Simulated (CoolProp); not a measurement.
Model: reference Helmholtz-energy equation of state, Fiedler 2023, in CoolProp.

### Question
Give the vapour pressure (kPa), liquid density (kg/m³), liquid cp (kJ/(kg K)) of saturated tetrahydrofuran at 445.7 K.

### Answer
| T (K) | p (kPa) | liquid density (kg/m³) | liquid cp (kJ/(kg K)) |
|---|---|---|---|
| 445.7 | 1280 | 695 | 2.42 |
